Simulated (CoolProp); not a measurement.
The fluid at 298.15 K and 6.37 MPa (liquid) is heated at constant pressure to 327 K. The same conditions are run with several fluids, on thermodynamics alone (safety and materials aside).

Model: reference Helmholtz-energy equation of state of each fluid (ethane: Bücker 2006; R404A: Lemmon 2003; R1132(E): Akasaka 2024; R125: Lemmon 2005; tetradecamethylhexasiloxane (MD4M): Thol 2019), in CoolProp. Blends and air are pseudo-pure fits.

**Question.** Rank ethane, R404A, R1132(E), R125, tetradecamethylhexasiloxane (MD4M) by heat (kJ/kg), highest first.

**Answer.** ethane (214), R1132(E) (55.4), tetradecamethylhexasiloxane (MD4M) (50.2), R404A (43.3), R125 (39.2)

| fluid | final phase | final density (kg/m³) |
|---|---|---|
| ethane | supercritical | 147 |
| R404A | liquid | 962 |
| R1132(E) | liquid | 828 |
| R125 | liquid | 1090 |
| tetradecamethylhexasiloxane (MD4M) | liquid | 868 |
